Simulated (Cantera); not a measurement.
A closed system holds: 1 mol Si, 1 mol HCl, 20 mol H2, equilibrated at 898.15 K and 1 atm.

Method: chemical equilibrium by Gibbs-energy minimisation in Cantera with the NASA 1993 tables (ideal gas, pure condensed phases). Candidate condensed phases: Si; 19 gas species. The tables' values for SiCl3 are old estimates; treat these amounts as uncertain. Equilibrium is a limit: real reactors are often held back by kinetics, nucleation or transport.

Base state: H2 0.984, SiHCl3 0.00707, SiCl4 0.00576, HCl 0.00223, SiH2Cl2 0.000821, SiCl3 2.86e-5, SiH3Cl 2.32e-5 (mole fractions); condensed: Si(s).

Q: What changes in the equilibrium state with this change: HCl from 1 to 2.2 mol?

A: 
| species | before | after |
|---|---|---|
| H2 | 0.984 | 0.968 |
| SiCl4 | 0.00576 | 0.0139 |
| SiHCl3 | 0.00707 | 0.0136 |
| SiCl3 | 2.86e-5 | 5.54e-5 |
| SiCl2 | 6.86e-6 | 1.07e-5 |
| Si(s), mol | 0.716 | 0.377 |

Q: What changes in the equilibrium state with this change: pressure from 1 atm to 3.50 bar?

A: 
| species | before | after |
|---|---|---|
| H2 | 0.984 | 0.984 |
| SiHCl3 | 0.00707 | 0.00832 |
| SiCl4 | 0.00576 | 0.00473 |
| HCl | 0.00223 | 0.00156 |
| SiH3Cl | 2.32e-5 | 5.60e-5 |
| SiH2Cl2 | 0.000821 | 0.00138 |
| Si(s), mol | 0.716 | 0.700 |

Q: What changes in the equilibrium state with this change: pressure from 1 atm to 7.20 bar?

A: 
```json
[
 {"species": "H2", "before": "0.984", "after": "0.984"},
 {"species": "SiHCl3", "before": "0.00707", "after": "0.00895"},
 {"species": "SiCl4", "before": "0.00576", "after": "0.00410"},
 {"species": "SiH2Cl2", "before": "0.000821", "after": "0.00185"},
 {"species": "SiH3Cl", "before": "2.32e-5", "after": "9.28e-5"},
 {"species": "SiCl3", "before": "2.86e-5", "after": "1.36e-5"},
 {"species": "HCl", "before": "0.00223", "after": "0.00126"},
 {"species": "Si(s), mol", "before": "0.716", "after": "0.690"}
]
```
